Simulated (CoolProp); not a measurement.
The numbers come from the reference Helmholtz-energy equation of state, Lemmon 2006 in CoolProp. It is a short technical equation, of lower accuracy than the large ones.

For n-decane, give the phase and the speed of sound (m/s), Joule-Thomson coefficient (K/MPa) at 346.85 °C and 8.41 MPa.


- 346.85 °C and 8.41 MPa: supercritical; speed of sound 383, Joule-Thomson coefficient 0.287
